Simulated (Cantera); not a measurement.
Cantera run:

```python
import numpy as np
import cantera as ct

gas_names = [...]  # 110 gases of nasa_gas.yaml made of C, H, O
cond_names = """
    C(gr) C6H6(L) C7H8(L) C8H18(L),n-octa H2O(s) H2O(L)
""".split()


# ... load() reads the species with a 1 bar reference pressure and builds the phases ...
atoms = {
    'C2H6': {'C': 2, 'H': 6},
    'CO2': {'C': 1, 'O': 2},
    'H2': {'H': 2},
}
top_T = {'C(gr)': 4500}  # K; cautious upper limits of use, not melting points


# ... equilibrate(T, P, feed) seeds the gas with the atoms and calls Mixture.equilibrate('TP', solver="vcs", rtol=1e-11, max_steps=5000) ...
results = []
feed = {'C2H6': 1, 'CO2': 0.036, 'H2': 9}  # mol
P = 43000  # Pa
for T in [1750, 1900, 2050, 2200, 2350, 2500, 2650, 2800]:
    mix = equilibrate(T, P, feed)
    results.append((T, P, feed, dict(zip(mix.species_names, mix.species_moles))))
    x = sorted(zip(gas.X, gas.species_names), reverse=True)
    print(f"T = {T:g} K  P = {P:g} Pa  gas = {mix.phase_moles(0):.4g} mol")
    print("   x: " + "  ".join(f"{s} {v:.3e}" for v, s in x if v > 1e-05))
    print("   condensed (mol): " + ("  ".join(f"{mix.phase(i).name} {mix.phase_moles(i):.4g}"
          for i in range(1, mix.n_phases) if mix.phase_moles(i) > 1e-12) or "none"))
```

Output:

```
T = 1750 K  P = 43000 Pa  gas = 12.07 mol
   x: H2 9.932e-01  CO 5.965e-03  CH4 3.873e-04  H 3.535e-04  C2H2,acetylene 1.141e-04
   condensed (mol): C(gr) 1.957
T = 1900 K  P = 43000 Pa  gas = 12.08 mol
   x: H2 9.922e-01  CO 5.962e-03  H 1.205e-03  C2H2,acetylene 3.788e-04  CH4 2.379e-04
   condensed (mol): C(gr) 1.952
T = 2050 K  P = 43000 Pa  gas = 12.09 mol
   x: H2 9.894e-01  CO 5.955e-03  H 3.441e-03  C2H2,acetylene 1.050e-03  CH4 1.570e-04  CH3 1.073e-05
   condensed (mol): C(gr) 1.936
T = 2200 K  P = 43000 Pa  gas = 12.12 mol
   x: H2 9.829e-01  H 8.515e-03  CO 5.939e-03  C2H2,acetylene 2.519e-03  CH4 1.092e-04  CH3 1.812e-05
   condensed (mol): C(gr) 1.901
T = 2350 K  P = 43000 Pa  gas = 12.18 mol
   x: H2 9.699e-01  H 1.873e-02  CO 5.909e-03  C2H2,acetylene 5.351e-03  CH4 7.872e-05  CH3 2.827e-05  C4H2 1.212e-05
   condensed (mol): C(gr) 1.831
T = 2500 K  P = 43000 Pa  gas = 12.3 mol
   x: H2 9.464e-01  H 3.730e-02  C2H2,acetylene 1.024e-02  CO 5.853e-03  CH4 5.778e-05  C4H2 4.574e-05  CH3 4.095e-05  C2H 2.898e-05
   condensed (mol): C(gr) 1.707
T = 2650 K  P = 43000 Pa  gas = 12.5 mol
   x: H2 9.079e-01  H 6.811e-02  C2H2,acetylene 1.782e-02  CO 5.761e-03  C4H2 1.451e-04  C2H 1.294e-04  CH3 5.516e-05  CH4 4.238e-05  C2H2,vinylidene 2.239e-05  C3 1.041e-05
   condensed (mol): C(gr) 1.505
T = 2800 K  P = 43000 Pa  gas = 12.81 mol
   x: H2 8.498e-01  H 1.150e-01  C2H2,acetylene 2.835e-02  CO 5.620e-03  C2H 4.843e-04  C4H2 3.937e-04  C3 7.343e-05  CH3 6.883e-05  C2H2,vinylidene 5.444e-05  CH4 3.044e-05  CH2 2.084e-05  C 1.532e-05
   condensed (mol): C(gr) 1.198
```

Equilibrium computed with Cantera from the NASA thermochemical tables; the gas is ideal and each condensed phase is pure.
